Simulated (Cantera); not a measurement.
An isothermal, constant-pressure homogeneous reactor starts with CH4 : H2 = 1 : 13 (molar parts), at 1450 K and 0.00880 bar. Integrator tolerance rtol = 1e-08.

Computed with Cantera and GRI-Mech 3.0 (53 species, 325 reactions). GRI-Mech 3.0 stops at C3 and has no aromatics, soot or wall deposition, so with more carbon than oxygen in the feed, carbon stays in small species such as C2H2 where larger ones or solid carbon would form. Radical loss at walls, strong at low pressure, is not modelled.

### Question
What does this change do: pressure from 0.00880 bar to 0.00450 bar?

### Answer
```json
[
 {"quantity": "x(CH4) at 40.0 s", "before": "0.0513 (gas-phase equilibrium 0.00221)", "after": "0.0550 (gas-phase equilibrium 0.00114)"},
 {"quantity": "x(H2) at 40.0 s", "before": "0.939 (gas-phase equilibrium 0.965)", "after": "0.937 (gas-phase equilibrium 0.966)"},
 {"quantity": "x(CH3) at 40.0 s", "before": "7.61e-5 (gas-phase equilibrium 4.61e-6)", "after": "0.000106 (gas-phase equilibrium 3.32e-6)"},
 {"quantity": "x(C2H) at 40.0 s", "before": "9.30e-10 (gas-phase equilibrium 4.54e-9)", "after": "9.87e-10 (gas-phase equilibrium 6.46e-9)"},
 {"quantity": "x(CH2) at 40.0 s", "before": "4.17e-9 (gas-phase equilibrium 3.69e-10)", "after": "7.46e-9 (gas-phase equilibrium 3.72e-10)"}
]
```

### Question
What does this change do: pressure from 0.00880 bar to 0.0670 bar?

### Answer
| quantity | before | after |
|---|---|---|
| x(CH4) at 40.0 s | 0.0513 (gas-phase equilibrium 0.00221) | 0.0364 (gas-phase equilibrium 0.0149) |
| x(H2) at 40.0 s | 0.939 (gas-phase equilibrium 0.965) | 0.947 (gas-phase equilibrium 0.959) |
| x(CH3) at 40.0 s | 7.61e-5 (gas-phase equilibrium 4.61e-6) | 2.43e-5 (gas-phase equilibrium 1.13e-5) |
| x(C2H) at 40.0 s | 9.30e-10 (gas-phase equilibrium 4.54e-9) | 7.18e-10 (gas-phase equilibrium 1.32e-9) |
| x(CH2) at 40.0 s | 4.17e-9 (gas-phase equilibrium 3.69e-10) | 6.18e-10 (gas-phase equilibrium 3.28e-10) |

### Question
What does this change do: temperature 1450 to 1600 K?

### Answer
```json
[
 {"quantity": "x(CH4) at 40.0 s", "before": "0.0513 (gas-phase equilibrium 0.00221)", "after": "0.00337 (gas-phase equilibrium 0.000469)"},
 {"quantity": "x(H2) at 40.0 s", "before": "0.939 (gas-phase equilibrium 0.965)", "after": "0.964 (gas-phase equilibrium 0.966)"},
 {"quantity": "x(CH3) at 40.0 s", "before": "7.61e-5 (gas-phase equilibrium 4.61e-6)", "after": "3.97e-5 (gas-phase equilibrium 5.65e-6)"},
 {"quantity": "x(C2H) at 40.0 s", "before": "9.30e-10 (gas-phase equilibrium 4.54e-9)", "after": "6.17e-8 (gas-phase equilibrium 6.59e-8)"},
 {"quantity": "x(CH2) at 40.0 s", "before": "4.17e-9 (gas-phase equilibrium 3.69e-10)", "after": "2.11e-8 (gas-phase equilibrium 3.13e-9)"}
]
```
